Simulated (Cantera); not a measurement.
A closed system holds: 1 mol C2H6, 0.49 mol O2, at 0.383 Torr.

These are equilibrium values from Cantera (NASA tables, ideal gas, pure condensed phases), not measurements of a reactor. Candidate condensed phases: C, C6H6, C7H8, C8H18, H2O; 110 gas species. Kinetics and transport are ignored.

log p: log10 of the partial pressure in bar; n: condensed amount in mol.

```tsv
T (K)	log p H2	log p H	log p CO	log p C2H2 (acetylene)	log p C2H	n C(graphite)
1900	-3.43	-4.82	-3.91	-6.85	___	1.02
1975	-3.44	-4.58	-3.91	-6.63	___	1.02
2050	-3.46	-4.37	-3.92	-6.43	___	1.01
2125	-3.49	-4.18	-3.93	-6.26	___	1.01
2200	-3.53	-4.01	-3.94	-6.12	___	1.01
2275	-3.58	-3.86	-3.96	-6.00	___	1.00
2350	-3.66	-3.73	-3.99	-5.91	___	0.994
```

Q: Some entries are withheld; supply them.

A: 
- 1900, log p C2H: -10.12
- 1975, log p C2H: -9.54
- 2050, log p C2H: -9.00
- 2125, log p C2H: -8.51
- 2200, log p C2H: -8.06
- 2275, log p C2H: -7.65
- 2350, log p C2H: -7.28
